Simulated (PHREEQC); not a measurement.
Solution (20 °C): 0.021 mol/kgw H2S and 0.011 mol/kgw Na2SO4. Closed to the air; pH follows from the charge balance.

All values are PHREEQC results (ion-association model, phreeqc.dat), not measurements.

The ionic strength comes out as 0.0319 mol/kgw. What activity coefficients do H+, HSO4-, NaSO4-, Na+, SO4-2 get?

H+ 0.87, HSO4- 0.85, NaSO4- 0.85, Na+ 0.85, SO4-2 0.52.

Precipitation was switched off in this run.
